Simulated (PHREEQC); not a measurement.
PHREEQC input (Pitzer model, pitzer.dat):

```
SOLUTION 1
  temp 25
  units mol/kgw
  pH 7 charge
  Cl 0.14
  Na 0.4362
  C(4) 0.049
  S(6) 0.0041
END
USE solution 1
INCREMENTAL_REACTIONS false
REACTION 1
  H2O -1
  0 9.886 18.011 24.689 30.178 34.689 38.397 41.444
  43.949 46.007 47.699 49.089 50.232 51.172 51.944 52.578
  53.1 53.528 53.88 54.17 54.408 moles
EQUILIBRIUM_PHASES 1
  Burkeite 0 0
  Halite 0 0
  Mirabilite 0 0
  Nahcolite 0 0
  Natron 0 0
  Thenardite 0 0
  Trona 0 0
SELECTED_OUTPUT 1
  -reset false
  -pH true
  -pe true
  -ionic_strength true
  -water true
  -activities H2O
  -totals C Cl Na S
  -molalities H+ Na+ Cl- CO3-2 SO4-2 OH- HCO3- CO2 HSO4-
  -equilibrium_phases Burkeite Halite Mirabilite Nahcolite Natron Thenardite Trona
PRINT
  -reset false
END
```

Selected output (columns that matter, 15 of 21 rows; water left (kg) added in front):

```
water left (kg)	pH	mu	C	Cl	Na	S	m_Na+	m_Cl-	m_CO3-2	m_SO4-2	m_OH-	la_H2O	Burkeite	Halite
1	13.1	0.48928	0.049	0.14	0.4362	0.0041	0.4362	0.14	0.048979	0.0041	0.19002	-0.0057004	0	0
0.821894	13.18	0.59531	0.059618	0.17034	0.53073	0.0049885	0.53073	0.17034	0.059599	0.0049885	0.23119	-0.0069263	0	0
0.555203	13.341	0.88128	0.088256	0.25216	0.78566	0.0073847	0.78566	0.25216	0.088238	0.0073847	0.34223	-0.010256	0	0
0.456313	13.425	1.0723	0.10738	0.30681	0.95592	0.0089851	0.95592	0.30681	0.10737	0.0089851	0.4164	-0.012507	0	0
0.30824	13.598	1.5874	0.15897	0.45419	1.4151	0.013301	1.4151	0.45419	0.15895	0.013301	0.61642	-0.018725	0	0
0.253345	13.691	1.9313	0.19341	0.55261	1.7218	0.016183	1.7218	0.55261	0.1934	0.016183	0.74998	-0.023026	0	0
0.171138	13.891	2.8591	0.28632	0.81805	2.5488	0.023957	2.5488	0.81805	0.28631	0.023957	1.1102	-0.035363	0	0
0.140655	14.002	3.4787	0.34837	0.99534	3.1012	0.029149	3.1012	0.99534	0.34836	0.029149	1.3508	-0.044296	0	0
0.115613	14.124	4.2322	0.42383	1.2109	3.7729	0.035463	3.7729	1.2109	0.42382	0.035463	1.6434	-0.056005	0	0
0.0780856	14.41	6.2662	0.62752	1.7929	5.5862	0.052506	5.5862	1.7929	0.62751	0.052506	2.4332	-0.092807	0	0
0.0641773	14.583	7.6242	0.76351	2.1815	6.7968	0.063886	6.7968	2.1815	0.76351	0.063886	2.9606	-0.12204	0	0
0.0433508	15.017	10.96	1.1214	2.9829	9.7618	0.076691	9.7618	2.9829	1.1214	0.076691	4.3829	-0.21202	0.0003877	0.010691
0.0356399	15.277	11.932	1.3385	2.4577	10.551	0.042394	10.551	2.4577	1.3385	0.042394	5.3311	-0.24366	0.0012945	0.052409
0.0240736	15.975	15.014	1.9537	1.2398	13.054	0.0069466	13.054	1.2398	1.9537	0.0069466	7.8924	-0.36329	0.0019664	0.11015
0.0197858	16.459	17.403	2.3737	0.67407	15.028	0.0016428	15.028	0.67407	2.3737	0.0016428	9.6028	-0.47738	0.0020337	0.12666
```

Species that the database lacks are ignored.
